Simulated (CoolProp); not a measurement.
Computed with CoolProp (reference Helmholtz-energy equation of state, Wagner 2002).

### Question
For water, give the phase and the cv (kJ/(kg K)), speed of sound (m/s), isothermal compressibility (1/MPa), viscosity (µPa s) at 73.65 °C and 23.9 MPa; 94.15 °C and 23.9 MPa.

### Answer
- 73.65 °C and 23.9 MPa: liquid; cv 3.86, speed of sound 1600, isothermal compressibility 0.000425, viscosity 390
- 94.15 °C and 23.9 MPa: liquid; cv 3.76, speed of sound 1600, isothermal compressibility 0.000446, viscosity 306

Viscosity comes from a separate model (Huber 2009).
